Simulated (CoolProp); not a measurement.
Dimethyl carbonate along the isobar 3.21 MPa: density (kg/m³) from the reference equation and from simpler models built on Tc = 557.0 K, pc = 4.909 MPa, ω = 0.346; each cubic takes its own stable root.

Model: reference Helmholtz-energy equation of state, Zhou 2011, in CoolProp.

```
T (K)   phase  reference
-----  ------  ---------
345.1  liquid       1004
364    liquid      977.6
383    liquid      950.6
402    liquid      922.5
420.9  liquid      893.4
439.9  liquid      862.3
458.9  liquid      829.0
477.9  liquid      792.3
496.8  liquid      750.6
515.8  liquid      698.3
534.8     gas      100.2
553.7     gas      88.21
```

Q: How far does each simpler model (Soave-Redlich-Kwong, Peng-Robinson) lie from the reference over these 12 states: mean and median of the absolute difference, and the worst?

A: 
- Soave-Redlich-Kwong: mean 10.5 %, median 10.7 %, worst -18.1 % at 515.8 K and 3.21 MPa
- Peng-Robinson: mean 2.0 %, median 1.2 %, worst -7.4 % at 515.8 K and 3.21 MPa
